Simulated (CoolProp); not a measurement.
A single-stage vapour-compression cycle with the fluid: evaporating at 250.15 K (dew point), condensing at 287.15 K (bubble point), superheat 10 K, subcooling 5 K, compressor efficiency 0.6, no pressure losses. The same conditions are run with several fluids, on thermodynamics alone (safety and materials aside).

The numbers come from the reference Helmholtz-energy equation of state of each fluid (hydrogen sulfide: Lemmon 2006; R143a: Lemmon and Jacobsen 2000; R22: Kamei 1995; R236FA: Pan 2012; R227EA: Lemmon 2016; CH3F (R41): Lemmon 2006) in CoolProp.

### Question
Rank hydrogen sulfide, R143a, R22, R236FA, R227EA, CH3F (R41) by cooling COP, highest first.

### Answer
R236FA (3.61), R22 (3.55), R227EA (3.53), R143a (3.48), hydrogen sulfide (3.44), CH3F (R41) (3.16)

```csv
fluid,pressure ratio,discharge temperature (K),refrigerating effect (kJ/kg),volumetric capacity (kJ/m³)
hydrogen sulfide,3.10,390.8,443,3650
R143a,3.32,321.4,171,2040
R22,3.51,347.5,192,1760
R236FA,4.92,311.2,139,376
R227EA,4.25,303.4,107,655
CH3F (R41),2.84,358.7,329,6310
```
